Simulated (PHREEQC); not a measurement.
A solution holds 0.0019 mol/kgw NH4HF2, at 20 °C. Closed to the air; pH follows from the charge balance.

All values are PHREEQC results (ion-association model, wateq4f.dat), not measurements.

This is a speciation only: nothing precipitates in the calculation.

Question: Predict the pH, ionic strength.

Answer: pH 3.34; ionic strength 0.00238 mol/kgw.

Question: In which forms is F present?

Answer: F- 62 %, HF 37 %, HF2- 0.6 % of the F.
